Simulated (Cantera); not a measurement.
Charge: 1 mol Ta(OEt)5, 0.89 mol O2, 150 mol H2, equilibrated at 1875 °C.

Method: chemical equilibrium by Gibbs-energy minimisation in Cantera with the NASA 1993 tables (ideal gas, pure condensed phases). Candidate condensed phases: C, C6H6, C7H8, C8H18, H2O, Ta, TaC, Ta2O5; 113 gas species. The feed counts by its element totals alone. TaC: taken at fixed stoichiometry. Condensed phases not in the tables: Ta2C. Equilibrium is a limit: real reactors are often held back by kinetics, nucleation or transport.

Problem. At 1.00 mbar, list the 4 most abundant gas species with their mole fractions, and the condensed phases.

Solution. H2 0.840, H 0.121, CO 0.0376, C2H2 (acetylene) 0.00161. Condensed: C(graphite) + TaC(s).
